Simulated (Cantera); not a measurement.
Input (Python, Cantera):

```python
import numpy as np
import cantera as ct

gas = ct.Solution("gri30.yaml")
gas.TPX = 1600, 8900, {'N2O': 1, 'H2': 0.018, 'N2': 33}
reactor = ct.IdealGasConstPressureReactor(gas, energy="off", clone=False)
net = ct.ReactorNet([reactor])
net.rtol, net.atol = 1e-08, 1e-18
show = ['N2O', 'H2', 'NO', 'O', 'H2O2', 'N2']
times = np.geomspace(0.0004, 20, 12)

steps = ct.SolutionArray(gas, extra=["t"])
rows = []
print(f"{'t/s':>10s}{'T/K':>9s}{'P/Pa':>11s}" + "".join(f"{s:>11s}" for s in show))
for t in times:
    while net.time < t:
        t_next = net.step()
        steps.append(gas.state, t=t_next)
    rows.append([np.interp(t, steps.t, y) for y in (steps.T, steps.P, *steps(*show).X.T)])
    print(f"{t:10.3e}{rows[-1][0]:9.1f}{rows[-1][1]:11.4g}" + "".join(f"{x:11.3e}" for x in rows[-1][2:]))
rate = np.gradient(steps.T, steps.t)
print("integrator steps:", len(steps.t))
if steps.T.max() > steps.T[0] + 200:
    print(f"time of steepest temperature rise: {steps.t[rate.argmax()]:.4e} s")
gas.TPX = 1600, 8900, {'N2O': 1, 'H2': 0.018, 'N2': 33}
gas.equilibrate("TP")
print(f"equilibrium (TP): T = {gas.T:.1f} K  " + "  ".join(f"{s} {gas[s].X[0]:.3e}" for s in show))
```

It prints:

```
       t/s      T/K       P/Pa        N2O         H2         NO          O       H2O2         N2
 4.000e-04   1600.0       8900  2.927e-02  5.128e-04  1.214e-05  6.045e-05  2.419e-11  9.701e-01
 1.070e-03   1600.0       8900  2.894e-02  4.229e-04  6.462e-05  8.728e-05  3.507e-10  9.703e-01
 2.860e-03   1600.0       8900  2.790e-02  1.716e-04  2.370e-04  1.016e-04  6.607e-10  9.708e-01
 7.649e-03   1600.0       8900  2.571e-02  1.883e-05  6.638e-04  1.226e-04  3.009e-10  9.718e-01
 2.045e-02   1600.0       8900  2.098e-02  1.248e-06  1.703e-03  1.280e-04  1.583e-10  9.737e-01
 5.470e-02   1600.0       8900  1.224e-02  1.300e-06  3.550e-03  1.182e-04  1.226e-10  9.772e-01
 1.463e-01   1600.0       8900  2.975e-03  1.647e-06  5.312e-03  9.948e-05  9.615e-11  9.810e-01
 3.911e-01   1600.0       8900  1.105e-04  9.926e-07  5.775e-03  4.843e-05  4.957e-11  9.823e-01
 1.046e+00   1600.0       8900  3.702e-07  1.244e-07  5.783e-03  5.882e-06  6.647e-12  9.824e-01
 2.797e+00   1600.0       8900  2.130e-08  1.087e-07  5.782e-03  5.219e-06  5.880e-12  9.824e-01
 7.479e+00   1600.0       8900  2.128e-08  1.087e-07  5.778e-03  5.220e-06  5.881e-12  9.824e-01
 2.000e+01   1600.0       8900  2.125e-08  1.087e-07  5.768e-03  5.221e-06  5.882e-12  9.824e-01
integrator steps: 1492
equilibrium (TP): T = 1600.0 K  N2O 1.115e-08  H2 9.773e-08  NO 5.602e-04  O 5.776e-06  H2O2 6.504e-12  N2 9.850e-01
```

Detailed kinetics in Cantera: GRI-Mech 3.0 (53 species, 325 reactions). GRI-Mech 3.0 was tuned for natural gas; its chemistry of N2O as a main component is partial and can be far from experiment.
